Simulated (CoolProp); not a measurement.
Vapour-liquid equilibrium of propane (1) + n-pentane (2) at 6.67 kPa; x and y are mole fractions of (1).

Computed with CoolProp (multi-fluid Helmholtz-energy mixture model, Lemmon 2009 and Thol 2019; pair parameters Kunz 2012).

| x | bubble temperature, mixture model (K) | bubble temperature, Raoult's law (K) | y, mixture model | y, Raoult's law |
|---|---|---|---|---|
| 0.05 | 223.8 | 229.3 | 0.796 | 0.702 |
| 0.125 | 209.5 | 215.4 | 0.938 | 0.901 |
| 0.2 | 202.7 | 207.7 | 0.969 | 0.952 |
| 0.275 | 198.5 | 202.6 | 0.980 | 0.973 |
| 0.35 | 195.6 | 198.8 | 0.986 | 0.983 |
| 0.425 | 193.4 | 195.8 | 0.990 | 0.989 |
| 0.5 | 191.6 | 193.4 | 0.993 | 0.992 |
| 0.575 | 190.0 | 191.3 | 0.994 | 0.995 |
| 0.65 | 188.7 | 189.6 | 0.996 | 0.996 |
| 0.725 | 187.5 | 188.0 | 0.997 | 0.998 |
| 0.8 | 186.4 | 186.6 | 0.998 | 0.998 |
| 0.875 | 185.3 | 185.4 | 0.999 | 0.999 |
| 0.95 | 184.3 | 184.3 | 1.000 | 1.000 |

The largest gap from Raoult's law is -5.9 K in bubble temperature, at x = 0.125. No azeotrope shows between x = 0.05 and 0.95.

Pair parameters are fitted to limited data, so mixtures are less certain than the pure fluids.
